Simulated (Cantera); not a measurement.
Feed: 1 mol SiF4, 3.5 mol H2O, held at 748 K and 0.100 bar.

These are equilibrium values from Cantera (NASA tables, ideal gas, pure condensed phases), not measurements of a reactor. Candidate condensed phases: H2O, Si, SiO2; 38 gas species. Kinetics and transport are ignored.

Base state: H2O 0.634, HF 0.207, SiF4 0.159 (mole fractions); condensed: SiO2(α-quartz).

Q: What changes in the equilibrium state with this change: temperature from 748 K to 2075 K?

A: 
```tsv
species	before	after
HF	0.207	0.718
H2O	0.634	0.266
H2	<1e-9	0.00749
SiF4	0.159	0.00166
O2	<1e-9	0.00312
OH	<1e-9	0.00295
H	<1e-9	0.000729
O	<1e-9	0.000206
SiO	<1e-9	6.26e-5
SiO2(α-quartz), mol	0.246	0
SiO2(l), mol	0	0.990
```
The tables' values for SiF3 are old estimates; treat these amounts as uncertain. The tables hold silica as quartz up to 1696 K and as liquid above; real silica turns to tridymite and cristobalite and melts near 1996 K. Gases not in the tables: Si(OH)4.
